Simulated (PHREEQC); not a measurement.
0.29 g of hydrous ferric oxide (600 m²/g; 0.2 weak and 0.005 strong sites per Fe, Dzombak-Morel constants, diffuse double layer) in 1 kg of water with 0.05 mol/kgw of an inert sodium salt and 1.8e-05 mol SrCl2 and 0.0015 mol BaCl2, at 25 °C; the pH is set by adding NaOH or the inert anion's acid. Oxygen alone is held at its pressure in air (log pO2 = -0.68). The system is closed to CO2. Nothing may precipitate in this run.

Model: ion-association model, wateq4f.dat, run in PHREEQC.

| pH | Sr sorbed (%) | Ba sorbed (%) | surface charge σ (C/m²) | surface potential ψ (mV) |
|---|---|---|---|---|
| 3 | 0.0 | 0.0 | 0.358 | 167 |
| 3.5 | 0.0 | 0.0 | 0.337 | 164 |
| 4 | 0.0 | 0.0 | 0.298 | 158 |
| 4.5 | 0.0 | 0.0 | 0.243 | 148 |
| 5 | 0.0 | 0.0 | 0.185 | 134 |
| 5.5 | 0.0 | 0.0 | 0.133 | 117 |
| 6 | 0.0 | 0.1 | 0.092 | 99 |
| 6.5 | 0.1 | 0.3 | 0.060 | 79 |
| 7 | 0.3 | 0.7 | 0.038 | 58 |
| 7.5 | 0.4 | 1.0 | 0.020 | 35 |
| 8 | 0.8 | 1.2 | 0.006 | 10 |
| 8.5 | 3.4 | 1.8 | -0.007 | -13 |
| 9 | 14.7 | 4.8 | -0.017 | -31 |

Complexes and solids missing from the database can't appear. The oxide is taken as insoluble; below pH 4 it would dissolve.
